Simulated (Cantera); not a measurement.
Feed: 1 mol SiCl₄, 6.1 mol NO, 140 mol N₂, 3.7 mol O₂, equilibrated at 1.00 bar.

Method: chemical equilibrium by Gibbs-energy minimisation in Cantera with the NASA 1993 tables (ideal gas, pure condensed phases). Candidate condensed phases: Si, SiO₂, Si₂N₂O, Si₃N₄; 23 gas species. The tables hold silica as quartz up to 1696 K and as liquid above; real silica turns to tridymite and cristobalite and melts near 1996 K. Equilibrium is a limit: real reactors are often held back by kinetics, nucleation or transport.

log p: log10 of the partial pressure in bar; n: condensed amount in mol.

```csv
T (K),log p N₂,log p O₂,log p Cl,log p Cl₂,log p NO,log p ClO,n SiO₂(α-quartz),n SiO₂(β-quartz),n SiO₂(condensed)
675,-0.02,-1.42,-7.46,-1.88,-7.13,-8.82,1.00,0,0
775,-0.02,-1.42,[?],-1.88,[?],[?],1.00,0,0
875,-0.02,-1.42,[?],-1.88,[?],[?],0,1.00,0
975,-0.02,-1.42,-4.52,-1.88,-4.96,-6.40,0,1.00,0
1075,-0.02,-1.42,-3.90,-1.88,-4.50,-5.90,0,1.00,0
1175,-0.02,-1.42,-3.38,-1.88,-4.12,-5.48,0,1.00,0
1275,-0.02,-1.42,-2.95,-1.90,-3.81,-5.13,0,1.00,0
1375,-0.02,-1.42,-2.59,-1.92,-3.53,-4.84,0,1.00,0
1475,-0.02,-1.42,-2.29,-1.97,-3.30,-4.60,0,1.00,0
1575,-0.03,-1.43,-2.05,-2.06,-3.10,-4.41,0,1.000,0
1675,-0.03,-1.43,-1.87,-2.19,-2.92,-4.28,0,1.000,0
1775,-0.03,-1.43,-1.74,-2.39,-2.76,-4.20,0,0,1.000
1875,-0.03,-1.44,-1.67,-2.63,-2.62,-4.17,0,0,1.000
```

Q: Some entries are withheld; supply them.

A: 
- 775, log p Cl: -6.23
- 775, log p NO: -6.22
- 775, log p ClO: -7.81
- 875, log p Cl: -5.28
- 875, log p NO: -5.52
- 875, log p ClO: -7.02
